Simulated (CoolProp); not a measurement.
n-perfluorohexane at 293.15 K and 16.2 MPa is throttled through a valve to 5.36 MPa with no heat exchange. Each further row changes one setting.

Model: reference Helmholtz-energy equation of state, Gao 2022, in CoolProp.

```tsv
case	temperature change (K)	final density (kg/m³)
as stated	+3.5	?
outlet pressure 1.61 MPa	+4.5	?
outlet pressure 6.97 MPa	?	?
```

Fill in the missing entries.


- as stated, final density (kg/m³): 1700
- outlet pressure 1.61 MPa, final density (kg/m³): 1680
- outlet pressure 6.97 MPa, temperature change (K): +3.0
- outlet pressure 6.97 MPa, final density (kg/m³): 1710
